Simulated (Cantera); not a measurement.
Charge: 1 mol SiH2Cl2, 11 mol N2, a varied amount of H2, held at 1673 K and 0.460 bar.

Equilibrium computed with Cantera from the NASA thermochemical tables; the gas is ideal and each condensed phase is pure. Candidate condensed phases: NH4Cl, Si, Si3N4; 28 gas species. Rates play no part.

**Question.** What share of the Si ends up in condensed phases as a function of n(H2) (mol), at 0.67, 0.8, 0.96, 1.2, 1.4, 1.7, 2, 2.4, 2.9, 3.5, 4.2, 5?

**Answer.** 
```tsv
n(H2) (mol)	Si condensed (%)	as
0.67	77.5	Si3N4(s)
0.8	78.9	Si3N4(s)
0.96	80.5	Si3N4(s)
1.2	82.5	Si3N4(s)
1.4	83.9	Si3N4(s)
1.7	85.6	Si3N4(s)
2	87.0	Si3N4(s)
2.4	88.5	Si3N4(s)
2.9	89.9	Si3N4(s)
3.5	91.2	Si3N4(s)
4.2	92.3	Si3N4(s)
5	93.3	Si3N4(s)
```
